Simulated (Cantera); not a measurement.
Charge: 1 mol Cu, 5.5 mol F2, 0.18 mol N2, at 1.20e-5 bar.

Method: chemical equilibrium by Gibbs-energy minimisation in Cantera with the NASA 1993 tables (ideal gas, pure condensed phases). Candidate condensed phases: Cu, CuF2; 11 gas species. Equilibrium is a limit: real reactors are often held back by kinetics, nucleation or transport.

Question: At 1300 K, list the 4 most abundant gas species with their mole fractions, and the condensed phases.

Answer: F 0.884, CuF2 0.0974, N2 0.0177, CuF 0.000790. Condensed: gas only.
